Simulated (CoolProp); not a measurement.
A single-stage vapour-compression cycle with the fluid: evaporating at 252.15 K (dew point), condensing at 288.15 K (bubble point), superheat 0 K, subcooling 2 K, compressor efficiency 0.65, no pressure losses. The same conditions are run with several fluids, on thermodynamics alone (safety and materials aside).

Computed with CoolProp (reference Helmholtz-energy equation of state of each fluid (chloromethane (R40): Thol 2014; C3F8 (R218): Lemmon 2006; R236EA: Rui 2013; R115: Lemmon 2016; R407C: Lemmon 2003; hydrogen chloride: Thol 2018)). Blends and air are pseudo-pure fits.

**Question.** Rank chloromethane (R40), C3F8 (R218), R236EA, R115, R407C, hydrogen chloride by cooling COP, highest first.

**Answer.** chloromethane (R40) (4.02), R236EA (3.94), R115 (3.68), hydrogen chloride (3.56), C3F8 (R218) (3.44), R407C (3.26)

```tsv
fluid	pressure ratio	discharge temperature (K)	refrigerating effect (kJ/kg)	volumetric capacity (kJ/m³)
chloromethane (R40)	3.71	365.6	371	1070
C3F8 (R218)	3.34	288.1	62.9	1210
R236EA	4.96	297.6	137	292
R115	3.22	292.9	83.6	1420
R407C	4.37	328.2	180	1630
hydrogen chloride	2.62	355.1	288	8650
```

The compression ends wet for: C3F8 (R218).
